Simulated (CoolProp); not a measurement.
Vapour-liquid equilibrium of methanol (1) + ethanol (2) at 165.65 °C; x and y are mole fractions of (1).

The numbers come from the multi-fluid Helmholtz-energy mixture model, de Reuck 1993 and Schroeder 2014; pair parameters Bell 2016 in CoolProp.

Question: Give the bubble pressure and the first vapour's composition at x = 0.05, 0.35, 0.95. Is there an azeotrope?

Answer: x = 0.05: 1465 kPa, y = 0.064; x = 0.35: 1620 kPa, y = 0.405; x = 0.95: 1964 kPa, y = 0.961. No azeotrope shows between x = 0.05 and 0.95.

Pair parameters are fitted to limited data, so mixtures are less certain than the pure fluids.
